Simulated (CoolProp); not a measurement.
Vapour pressure (kPa) of carbon monoxide: the reference equation beside estimates from Tc = 132.9 K, pc = 3498 kPa, ω = 0.050.

The numbers come from the reference Helmholtz-energy equation of state, Lemmon 2006 in CoolProp. It is a short technical equation, of lower accuracy than the large ones.

```
T (K)  reference  van der Waals  Peng-Robinson
-----  ---------  -------------  -------------
94.5       353.7          760.4          354.9
97.1       436.4          870.7          437.5
99.7       532.4          990.7          533.4
102.3      642.9           1121            ___
104.9      769.0           1262          770.3
107.5      912.0           1413          913.8
110.1       1073            ___           1076
112.7       1254           1749           1258
115.3       1455           1934           1460
118         1688           2138            ___
120.6       1936           2347           1946
123.2       2210           2568           2222
125.8       2512           2802           2525
128.4       2844           3047           2857
```

**Question.** What belongs in the gaps?

**Answer.** 
- 102.3, Peng-Robinson: 643.9
- 110.1, van der Waals: 1575
- 118, Peng-Robinson: 1695

Absolute difference from the reference over all 14 rows, mean and median: van der Waals 49.7 and 43.1 %, Peng-Robinson 0.3 and 0.3 %.
